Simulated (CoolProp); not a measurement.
A Linde-Hampson liquefier for nitrogen: isothermal reversible compression at 250 K from 1 atm to 30 MPa, throttling to 1 atm, return gas leaving the recuperator 2 K below the feed. Each further row changes one setting.

Computed with CoolProp (reference Helmholtz-energy equation of state, Span 2000).

| case | liquid yield per pass | compression work (kJ/kg of gas) |
|---|---|---|
| as stated | (withheld) | 418 |
| high pressure 60 MPa | 0.134 | (withheld) |
| warm-end temperature 280 K | 0.105 | (withheld) |
| warm-end gap 7 K | 0.134 | 418 |

What belongs in the gaps?


- as stated, liquid yield per pass: 0.145
- high pressure 60 MPa, compression work (kJ/kg of gas): 485
- warm-end temperature 280 K, compression work (kJ/kg of gas): 474
